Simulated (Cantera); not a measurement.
A closed system holds: 1 mol Cu₂O, 2.7 mol H₂, 5.2 mol N₂, held at 1.00 bar.

Equilibrium computed with Cantera from the NASA thermochemical tables; the gas is ideal and each condensed phase is pure. Candidate condensed phases: Cu, CuO, Cu(OH)₂, Cu₂O, H₂O; 27 gas species. Rates play no part. All values below are at 1325 °C.

Base state: N₂ 0.658, H₂ 0.215, H₂O 0.127, Cu 3.86e-5, H 2.47e-5 (mole fractions); condensed: Cu(l).

Problem. What changes in the equilibrium state with this change: pressure from 1.00 bar to 11.0 mbar?

Solution. 
```csv
species,before,after
N₂,0.658,0.656
H₂,0.215,0.214
H₂O,0.127,0.126
Cu,3.86e-5,0.00351
H,2.47e-5,0.000235
"Cu(l), mol",2.00,1.97
```
